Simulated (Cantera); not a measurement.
Input (Python, Cantera):

```python
import numpy as np
import cantera as ct

gas = ct.Solution("gri30.yaml")
gas.TPX = 450, 72000, {'CH3OH': 1, 'O2': 1.36, 'N2': 5.13}
flame = ct.FreeFlame(gas, width=0.05)
flame.set_refine_criteria(ratio=3, slope=0.08, curve=0.16)
flame.transport_model = "mixture-averaged"
flame.solve(loglevel=0, auto=True)
z, T = flame.grid, flame.T
thick = (T[-1] - T[0]) / np.gradient(T, z).max()
show = ['CH3OH', 'O2', 'HCO', 'C2H', 'HCN', 'CO2']
print(f"laminar burning velocity  {flame.velocity[0] * 100:.3f} cm/s")
print(f"burnt temperature         {T[-1]:.1f} K")
print(f"thermal thickness         {thick * 1e3:.4f} mm")
print(f"grid points               {len(z)}")
z0 = z[flame.heat_release_rate.argmax()]
print(f"{'z/mm':>9s}{'T/K':>9s}{'u/(m/s)':>9s}" + "".join(f"{s:>11s}" for s in show))
rows = []
for k in (-3, -2, -1.5, -1, -0.5, -0.25, 0, 0.25, 0.5, 1, 2, 4, 8):
    zz = z0 + k * thick
    rows.append([k * thick, np.interp(zz, z, T), np.interp(zz, z, flame.velocity),
                 *(np.interp(zz, z, flame.X[gas.species_index(s)]) for s in show)])
    print(f"{rows[-1][0] * 1e3:9.3f}{rows[-1][1]:9.1f}{rows[-1][2]:9.3f}" + "".join(f"{x:11.3e}" for x in rows[-1][3:]))
```

Result:

```
laminar burning velocity  96.527 cm/s
burnt temperature         2294.3 K
thermal thickness         0.3607 mm
grid points               133
     z/mm      T/K  u/(m/s)      CH3OH         O2        HCO        C2H        HCN        CO2
   -1.082    450.1    0.967  1.333e-01  1.812e-01  5.801e-20  4.204e-34  2.408e-12  1.927e-07
   -0.721    452.4    0.976  1.327e-01  1.804e-01  3.475e-17  3.705e-30  6.799e-11  5.473e-06
   -0.541    459.9    0.996  1.319e-01  1.790e-01  1.089e-15  5.129e-28  3.652e-10  2.951e-05
   -0.361    512.5    1.124  1.280e-01  1.734e-01  7.253e-13  5.164e-24  3.634e-09  2.977e-04
   -0.180    856.3    1.947  9.873e-02  1.429e-01  6.650e-08  3.716e-16  4.387e-08  3.821e-03
   -0.090   1246.7    2.930  5.570e-02  1.067e-01  2.187e-05  2.613e-12  1.120e-07  1.023e-02
    0.000   1659.3    4.033  8.580e-03  6.647e-02  3.169e-04  6.032e-10  2.353e-07  2.180e-02
    0.090   1800.3    4.402  1.104e-04  4.166e-02  4.272e-05  1.608e-09  2.755e-07  3.629e-02
    0.180   1842.1    4.486  3.347e-07  2.827e-02  7.912e-07  3.308e-10  1.607e-07  4.957e-02
    0.361   1896.9    4.584  1.645e-10  1.913e-02  1.345e-07  2.693e-12  3.955e-08  6.607e-02
    0.721   1963.9    4.713  9.878e-14  1.500e-02  9.016e-08  1.373e-15  3.291e-09  7.645e-02
    1.443   2042.7    4.875  3.032e-16  1.207e-02  5.812e-08  5.824e-21  4.622e-11  8.045e-02
    2.886   2124.4    5.043  1.929e-16  9.067e-03  3.373e-08  4.033e-22  4.953e-12  8.354e-02
```

Model: GRI-Mech 3.0 (53 species, 325 reactions), integrated in Cantera. GRI-Mech 3.0 was tuned for natural gas; its chemistry of methanol as a main component is partial and can be far from experiment. Burning velocities carry a grid error of a few per cent, more on coarse grids.
